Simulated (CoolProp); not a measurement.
A Linde-Hampson liquefier for dry air: isothermal reversible compression at 200 K from 1 atm to 40 MPa, throttling to 1 atm, return gas leaving the recuperator 2 K below the feed. Each further row changes one setting.

Model: reference Helmholtz-energy equation of state, Lemmon 2000, in CoolProp. It is a pseudo-pure fit of the blend.

```json
[
 {"case": "as stated", "liquid yield per pass": "[?]", "compression work (kJ/kg of gas)": "323"},
 {"case": "high pressure 80 MPa", "liquid yield per pass": "[?]", "compression work (kJ/kg of gas)": "[?]"},
 {"case": "warm-end temperature 230 K", "liquid yield per pass": "[?]", "compression work (kJ/kg of gas)": "[?]"},
 {"case": "warm-end gap 7 K", "liquid yield per pass": "[?]", "compression work (kJ/kg of gas)": "323"}
]
```

**Question.** Complete the blanks.

**Answer.** 
- as stated, liquid yield per pass: 0.276
- high pressure 80 MPa, liquid yield per pass: 0.216
- high pressure 80 MPa, compression work (kJ/kg of gas): 385
- warm-end temperature 230 K, liquid yield per pass: 0.205
- warm-end temperature 230 K, compression work (kJ/kg of gas): 384
- warm-end gap 7 K, liquid yield per pass: 0.265
